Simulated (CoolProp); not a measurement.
Properties of CHF3 (R23) along the isobar 0.536 MPa (Tc = 299.3 K, pc = 4.832 MPa, ω = 0.263).

Computed with CoolProp (reference Helmholtz-energy equation of state, Penoncello 2003).

| T (K) | phase | Z | isothermal compressibility (1/MPa) | expansivity (1/kK) |
|---|---|---|---|---|
| 218.1 | liquid | 0.01547 | 0.002944 | 3.242 |
| 246.7 | gas | 0.9151 | 2.054 | 5.568 |
| 275.2 | gas | 0.9441 | 1.981 | 4.426 |
| 303.7 | gas | 0.9609 | 1.944 | 3.774 |
| 332.3 | gas | 0.9717 | 1.921 | 3.326 |
| 360.8 | gas | 0.9791 | 1.906 | 2.992 |
| 389.4 | gas | 0.9843 | 1.896 | 2.726 |
| 417.9 | gas | 0.9881 | 1.888 | 2.510 |
| 446.5 | gas | 0.9910 | 1.882 | 2.328 |
| 475 | gas | 0.9932 | 1.878 | 2.174 |
